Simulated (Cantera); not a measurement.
Input (Python, Cantera) and output of one run.

```python
import numpy as np
import cantera as ct

gas_names = """
    H HO2 H2 H2O H2O2 O OH O2 O3 Zr ZrO ZrO2
""".split()
cond_names = """
    H2O(s) H2O(L) Zr(a) Zr(b) Zr(L) ZrO2(a) ZrO2(b) ZrO2(L)
""".split()


# ... load() reads the species with a 1 bar reference pressure and builds the phases ...
atoms = {
    'Zr': {'Zr': 1},
    'H2O': {'H': 2, 'O': 1},
}
top_T = {}  # K; cautious upper limits of use, not melting points


# ... equilibrate(T, P, feed) seeds the gas with the atoms and calls Mixture.equilibrate('TP', solver="vcs", rtol=1e-11, max_steps=5000) ...
results = []
feed = {'Zr': 1, 'H2O': 0.49}  # mol
P = 6200  # Pa
for T in [1350, 1450, 1550, 1650, 1750, 1850, 1950, 2050, 2150]:
    mix = equilibrate(T, P, feed)
    results.append((T, P, feed, dict(zip(mix.species_names, mix.species_moles))))

top = {s: max(r[3][s] / sum(r[3][g] for g in gas_names) for r in results) for s in gas_names}
cols = sorted((s for s in top if top[s] > 1e-05), key=lambda s: -top[s])[:8]
seen = [c for c in cond_names if any(r[3].get(c, 0) > 1e-12 for r in results)]
print("log10 of partial pressures in bar; condensed amounts in mol")
print(f"{'T/K':>10s}" + "".join(f"{s[:9]:>10s}" for s in cols + seen))
for T, P, feed, n in results:
    ng = sum(n[g] for g in gas_names)
    print(f"{T:10.4g}" + "".join(f"{np.log10(max(n[s] / ng * P / 1e5, 1e-99)):10.3f}" for s in cols)
          + "".join(f"{n.get(c, 0):10.4g}" for c in seen))
```

It prints:

```
log10 of partial pressures in bar; condensed amounts in mol
       T/K        H2         H       ZrO     Zr(b)     Zr(L)   ZrO2(a)   ZrO2(b)
      1350    -1.208    -6.227   -15.065     0.755         0     0.245         0
      1450    -1.208    -5.628   -13.401     0.755         0     0.245         0
      1550    -1.208    -5.106   -11.959     0.755         0         0     0.245
      1650    -1.208    -4.646   -10.697     0.755         0         0     0.245
      1750    -1.208    -4.237    -9.580     0.755         0         0     0.245
      1850    -1.209    -3.873    -8.586     0.755         0         0     0.245
      1950    -1.210    -3.545    -7.697     0.755         0         0     0.245
      2050    -1.212    -3.250    -6.895     0.755         0         0     0.245
      2150    -1.215    -2.982    -6.173         0     0.755         0     0.245
```

These are equilibrium values from Cantera (NASA tables, ideal gas, pure condensed phases), not measurements of a reactor. Mutual solubility and eutectic melting of coexisting phases are not modelled. Condensed phases not in the tables: N, O or C dissolved in the metal.
